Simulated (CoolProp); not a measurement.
Saturation properties of n-undecane.

Computed with CoolProp (reference Helmholtz-energy equation of state, Aleksandrov 2011). It is a short technical equation, of lower accuracy than the large ones.

| T (K) | p (bar) | liquid density (kg/m³) | vapour density (kg/m³) | enthalpy of vaporisation (kJ/kg) | liquid cp (kJ/(kg K)) | surface tension (mN/m) |
|---|---|---|---|---|---|---|
| 418.8 | 0.2463 | 642.6 | 1.135 | 294.5 | 2.673 | 13.6 |
| 431.2 | 0.3631 | 632.3 | 1.639 | 287.5 | 2.724 | 12.6 |
| 443.5 | 0.5196 | 621.8 | 2.303 | 280.4 | 2.775 | 11.6 |
| 455.8 | 0.7260 | 611.1 | 3.168 | 273.1 | 2.827 | 10.7 |
| 468.2 | 0.9952 | 600.0 | 4.288 | 265.5 | 2.879 | 9.73 |
| 480.5 | 1.334 | 588.6 | 5.696 | 257.7 | 2.932 | 8.82 |
| 492.8 | 1.758 | 576.9 | 7.458 | 249.5 | 2.986 | 7.92 |
| 505.2 | 2.285 | 564.5 | 9.669 | 240.8 | 3.042 | 7.05 |
| 517.5 | 2.921 | 551.7 | 12.38 | 231.7 | 3.099 | 6.20 |
| 529.8 | 3.685 | 538.1 | 15.72 | 222.1 | 3.159 | 5.39 |
| 542.2 | 4.605 | 523.7 | 19.88 | 211.6 | 3.223 | 4.59 |
| 554.5 | 5.682 | 508.3 | 24.98 | 200.4 | 3.294 | 3.84 |
| 566.8 | 6.947 | 491.7 | 31.35 | 188.0 | 3.373 | 3.12 |
| 579.2 | 8.436 | 473.3 | 39.47 | 174.2 | 3.469 | 2.43 |

It boils at 468.9 K under 1 atm.

Surface tension comes from a separate correlation (Mulero 2014).
